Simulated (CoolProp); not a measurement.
Carbon dioxide at 293.15 K and 2.73 MPa flows at 2.6 m/s in a round tube of 100 mm bore and 1.5 µm roughness, fully developed (64/Re and Nu = 3.66 if laminar; Colebrook and Gnielinski if turbulent). Each further row changes one setting.

Model: reference Helmholtz-energy equation of state, Span 1996, in CoolProp.

```json
[
 {"case": "as stated", "Reynolds number": "1010000", "Darcy friction factor": "0.0120", "pressure drop (Pa/m)": "23.8", "heat-transfer coefficient (W/(m² K))": "268", "mass flow (kg/h)": "4330"},
 {"case": "velocity 5.2 m/s", "Reynolds number": "2020000", "Darcy friction factor": "0.0109", "pressure drop (Pa/m)": "86.4", "heat-transfer coefficient (W/(m² K))": "488", "mass flow (kg/h)": "8650"},
 {"case": "diameter 200 mm", "Reynolds number": "2020000", "Darcy friction factor": "0.0106", "pressure drop (Pa/m)": "10.6", "heat-transfer coefficient (W/(m² K))": "238", "mass flow (kg/h)": "17300"}
]
```

Viscosity comes from a separate model (Laesecke 2017). Thermal conductivity comes from a separate model (Huber 2016).
